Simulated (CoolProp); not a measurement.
Vapour-liquid equilibrium of n-hexane (1) + hexamethyldisiloxane (MM) (2) at 0.153 MPa; x and y are mole fractions of (1).

Values from CoolProp's multi-fluid Helmholtz-energy mixture model, Thol 2019 and Thol 2016; pair parameters Bell 2016.

| x | bubble temperature (K) | y at the bubble point | dew temperature at overall composition x (K) | liquid density (mol/L) |
|---|---|---|---|---|
| 0.05 | 386.5 | 0.095 | 387.5 | 4.144 |
| 0.15 | 382.8 | 0.261 | 385.3 | 4.355 |
| 0.25 | 379.3 | 0.404 | 383.0 | 4.580 |
| 0.35 | 375.9 | 0.529 | 380.6 | … |
| 0.45 | 372.6 | 0.638 | 378.1 | 5.084 |
| 0.55 | 369.3 | 0.734 | 375.3 | 5.366 |
| 0.65 | … | 0.817 | 372.2 | 5.672 |
| 0.75 | 362.9 | 0.885 | 368.7 | 6.003 |
| 0.85 | 359.8 | 0.941 | 364.6 | 6.361 |
| 0.95 | … | 0.983 | 359.2 | 6.750 |

Q: What belongs in the gaps?

A: 
- 0.35, liquid density (mol/L): 4.823
- 0.65, bubble temperature (K): 366.1
- 0.95, bubble temperature (K): 356.9

No azeotrope shows between x = 0.05 and 0.95.

Pair parameters are fitted to limited data, so mixtures are less certain than the pure fluids.
